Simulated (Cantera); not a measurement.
**Ammonia decomposition in nitride growth gas**

An isothermal, constant-pressure homogeneous reactor starts with 31.2 % NH3, 68.8 % H2, at 2000 K and 10.00 Torr.

Model: the gas-phase N/H chemistry of the illustrative SiF4/NH3 mechanism in the Surface Chemkin manual (1991), integrated in Cantera. Walls and surfaces, which speed up NH3 decomposition in real reactors, are not modelled.

```
t (s)      x NH3   x H2     x NH2      x N2       x H    x N2H2    x N2H4
--------  ------  -----  --------  --------  --------  --------  --------
4.00e-6    0.312  0.688   1.84e-7    <1e-12   1.75e-7    <1e-12    <1e-12
1.32e-5    0.312  0.688   6.37e-7    <1e-12   5.46e-7    <1e-12    <1e-12
4.35e-5    0.312  0.687   2.18e-6    <1e-12   1.72e-6  2.19e-12    <1e-12
0.000143   0.312  0.687   7.28e-6  1.24e-11   5.58e-6  5.49e-11    <1e-12
0.000473   0.312  0.687   2.41e-5   1.74e-9   1.83e-5  9.36e-10  3.50e-12
0.00156    0.312  0.687   7.92e-5   1.27e-7   6.00e-5   1.35e-8  3.86e-11
0.00514    0.312  0.687  0.000257   7.56e-6  0.000195   2.14e-7  4.09e-10
0.0169     0.311  0.688  0.000651  0.000375  0.000497   2.22e-6   2.62e-9
0.0558     0.303  0.693  0.000716   0.00342  0.000565   2.88e-6   3.17e-9
0.184      0.277  0.708  0.000675    0.0131  0.000594   2.57e-6   2.81e-9
0.607      0.211  0.749  0.000558    0.0384  0.000683   1.81e-6   1.93e-9
2.00      0.0958  0.821  0.000323    0.0823  0.000951   6.76e-7  6.43e-10
```
x: mole fraction; the columns are a selection and need not sum to one.

Equilibrium at this temperature and pressure: NH3 7.43e-8, H2 0.869, NH2 3.29e-9, N2 0.118, H 0.0132, N2H2 <1e-12, N2H4 <1e-12 (gas phase only).
